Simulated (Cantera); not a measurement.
What does this Cantera script print?

```python
import numpy as np
import cantera as ct

gas = ct.Solution("gri30.yaml")


def delay(T, t_max=10):
    gas.TPX = T, 1000000, {'CH4': 1, 'CO': 0.052, 'O2': 2.03, 'N2': 7.62}
    reactor = ct.IdealGasConstPressureReactor(gas, clone=False)
    net = ct.ReactorNet([reactor])
    net.rtol, net.atol = 1e-8, 1e-16
    while net.time < t_max:
        t_old, T_old = net.time, reactor.T
        net.step()
        if reactor.T > T + 400:  # ignition: a rise of 400 K
            return t_old + (T + 400 - T_old) / (reactor.T - T_old) * (net.time - t_old)
    return np.nan


taus = []
for T in [1150, 1200, 1250, 1300, 1350, 1400, 1450]:
    taus.append(delay(T))
    print(f"T0 = {T:6g} K   tau = {taus[-1]:.4e} s")
```

It prints:

```
T0 =   1150 K   tau = 9.7671e-03 s
T0 =   1200 K   tau = 5.0846e-03 s
T0 =   1250 K   tau = 2.7485e-03 s
T0 =   1300 K   tau = 1.5330e-03 s
T0 =   1350 K   tau = 8.7885e-04 s
T0 =   1400 K   tau = 5.1639e-04 s
T0 =   1450 K   tau = 3.1033e-04 s
```

Cantera simulation using GRI-Mech 3.0 (53 species, 325 reactions); the numbers are that mechanism's predictions, not measurements.
